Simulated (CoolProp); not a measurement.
Vapour pressure (bar) of R143a: the reference equation beside estimates from Tc = 345.9 K, pc = 37.62 bar, ω = 0.261. Clausius-Clapeyron is anchored at 262.7 K with a constant enthalpy of vaporisation of 16.61 kJ/mol.

Computed with CoolProp (reference Helmholtz-energy equation of state, Lemmon and Jacobsen 2000).

```json
[
 {"T (K)": "230.1", "reference": "1.231", "Lee-Kesler": "1.220", "Clausius-Clapeyron": "1.503", "van der Waals": "5.788", "Redlich-Kwong": "2.109", "Soave-Redlich-Kwong": "1.221", "Peng-Robinson": "1.225"},
 {"T (K)": "238.3", "reference": "1.761", "Lee-Kesler": "1.757", "Clausius-Clapeyron": "2.026", "van der Waals": "6.953", "Redlich-Kwong": "2.874", "Soave-Redlich-Kwong": "1.756", "Peng-Robinson": "1.754"},
 {"T (K)": "246.4", "reference": "2.443", "Lee-Kesler": "2.450", "Clausius-Clapeyron": "2.669", "van der Waals": "8.244", "Redlich-Kwong": "3.810", "Soave-Redlich-Kwong": "2.448", "Peng-Robinson": "2.436"},
 {"T (K)": "254.6", "reference": "3.325", "Lee-Kesler": "3.346", "Clausius-Clapeyron": "3.466", "van der Waals": "9.702", "Redlich-Kwong": "4.961", "Soave-Redlich-Kwong": "3.345", "Peng-Robinson": "3.318"},
 {"T (K)": "262.7", "reference": "4.415", "Lee-Kesler": "4.453", "Clausius-Clapeyron": "4.415", "van der Waals": "11.29", "Redlich-Kwong": "6.321", "Soave-Redlich-Kwong": "4.458", "Peng-Robinson": "4.412"},
 {"T (K)": "270.9", "reference": "5.774", "Lee-Kesler": "5.830", "Clausius-Clapeyron": "5.558", "van der Waals": "13.07", "Redlich-Kwong": "7.945", "Soave-Redlich-Kwong": "5.848", "Peng-Robinson": "5.778"},
 {"T (K)": "279", "reference": "7.405", "Lee-Kesler": "7.478", "Clausius-Clapeyron": "6.885", "van der Waals": "14.99", "Redlich-Kwong": "9.813", "Soave-Redlich-Kwong": "7.519", "Peng-Robinson": "7.421"},
 {"T (K)": "287.1", "reference": "9.358", "Lee-Kesler": "9.446", "Clausius-Clapeyron": "8.426", "van der Waals": "17.07", "Redlich-Kwong": "11.96", "Soave-Redlich-Kwong": "9.520", "Peng-Robinson": "9.394"},
 {"T (K)": "295.3", "reference": "11.71", "Lee-Kesler": "11.80", "Clausius-Clapeyron": "10.22", "van der Waals": "19.36", "Redlich-Kwong": "14.45", "Soave-Redlich-Kwong": "11.92", "Peng-Robinson": "11.77"},
 {"T (K)": "303.4", "reference": "14.43", "Lee-Kesler": "14.53", "Clausius-Clapeyron": "12.25", "van der Waals": "21.80", "Redlich-Kwong": "17.22", "Soave-Redlich-Kwong": "14.71", "Peng-Robinson": "14.53"},
 {"T (K)": "311.6", "reference": "17.65", "Lee-Kesler": "17.75", "Clausius-Clapeyron": "14.56", "van der Waals": "24.45", "Redlich-Kwong": "20.37", "Soave-Redlich-Kwong": "17.98", "Peng-Robinson": "17.79"}
]
```

Absolute difference from the reference over all 11 rows, mean and median: Lee-Kesler 0.7 and 0.8 %, Clausius-Clapeyron 10.6 and 10.0 %, van der Waals 156.0 and 126.4 %, Redlich-Kwong 39.9 and 37.6 %, Soave-Redlich-Kwong 1.2 and 1.3 %, Peng-Robinson 0.4 and 0.4 %.
